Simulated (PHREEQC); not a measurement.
Dissolve 0.71 mol/kgw LiCl, 0.59 mol/kgw Na2SO4 and 0.18 mol/kgw NaCl at 25 °C. Closed to the air; pH follows from the charge balance.

Equilibrium calculation in PHREEQC: Pitzer model, pitzer.dat.

This is a speciation only: nothing precipitates in the calculation.

Question: What activity of water does the model give?

Answer: activity of water 0.946.
